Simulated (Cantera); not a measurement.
# Premixed flame

A freely propagating, adiabatic, planar premixed flame of H2 : O2 : N2 = 1 : 0.862 : 3.79 (molar parts), equivalence ratio 0.58, unburnt at 623 K and 0.987 atm; mixture-averaged transport, grid criteria slope 0.08 and curve 0.16, no radiation.

Computed with Cantera and the H2/O2 subset of GRI-Mech 3.0, which has no nitrogen chemistry. Burning velocities carry a grid error of a few per cent, more on coarse grids. Lean hydrogen flames are cellular in practice and burn faster than this planar one.

```tsv
z (mm)	T (K)	u (m/s)	x H2	x O2	x H2O	x OH	x H2O2	x O
-1.38	623	3.68	0.177	0.153	<1e-8	<1e-8	<1e-8	<1e-8
-0.917	623	3.68	0.177	0.153	3.12e-8	<1e-8	<1e-8	<1e-8
-0.688	623	3.68	0.177	0.153	3.06e-7	<1e-8	<1e-8	<1e-8
-0.458	623	3.68	0.176	0.153	9.36e-6	<1e-8	4.89e-8	2.85e-8
-0.229	662	3.86	0.161	0.154	0.00296	7.99e-5	1.06e-5	1.68e-5
-0.115	856	4.86	0.127	0.148	0.0249	0.000588	1.52e-5	0.000366
0	1170	6.52	0.0692	0.121	0.0821	0.00237	7.47e-6	0.00338
0.115	1414	7.82	0.0266	0.0892	0.138	0.00583	4.44e-6	0.00791
0.229	1549	8.53	0.0133	0.0764	0.159	0.00782	2.51e-6	0.00912
0.458	1682	9.20	0.00835	0.0716	0.171	0.00878	1.25e-6	0.00738
0.917	1791	9.74	0.00527	0.0702	0.179	0.00817	6.55e-7	0.00454
1.83	1863	10.1	0.00266	0.0699	0.185	0.00638	3.71e-7	0.00223
3.67	1902	10.3	0.00108	0.0702	0.189	0.00428	2.10e-7	0.000894
```
x: mole fraction of selected species; z is measured from the peak of heat release.

The laminar burning velocity comes out as 368 cm/s, the thermal thickness is 0.458 mm and the peak x(OH) comes out as 0.00879. The peak x(H2O2) is 1.64e-5. The peak x(O) comes out as 0.00912 and the grid points is 102.
